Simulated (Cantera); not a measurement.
A Cantera script and its output.

```python
import numpy as np
import cantera as ct

gas = ct.Solution("gri30.yaml")


def delay(T, t_max=10):
    gas.TPX = T, 100000, {'CO': 1, 'H2': 0.58, 'O2': 0.416, 'N2': 1.56}
    reactor = ct.IdealGasConstPressureReactor(gas, clone=False)
    net = ct.ReactorNet([reactor])
    net.rtol, net.atol = 1e-8, 1e-16
    while net.time < t_max:
        t_old, T_old = net.time, reactor.T
        net.step()
        if reactor.T > T + 400:  # ignition: a rise of 400 K
            return t_old + (T + 400 - T_old) / (reactor.T - T_old) * (net.time - t_old)
    return np.nan


taus = []
for T in [850, 900, 950, 1000, 1050, 1100, 1150, 1200, 1250]:
    taus.append(delay(T))
    print(f"T0 = {T:6g} K   tau = {taus[-1]:.4e} s")
```

It prints:

```
T0 =    850 K   tau = 2.2643e-01 s
T0 =    900 K   tau = 1.9818e-02 s
T0 =    950 K   tau = 1.6086e-03 s
T0 =   1000 K   tau = 3.6958e-04 s
T0 =   1050 K   tau = 1.8428e-04 s
T0 =   1100 K   tau = 1.1787e-04 s
T0 =   1150 K   tau = 8.4246e-05 s
T0 =   1200 K   tau = 6.4370e-05 s
T0 =   1250 K   tau = 5.1587e-05 s
```

Model: GRI-Mech 3.0 (53 species, 325 reactions), integrated in Cantera. Below about 950 K walls govern HO2 and H2O2 in real vessels. Where the delays flatten at high temperature, the 400 K rule measures the pace of heat release, not the induction time.
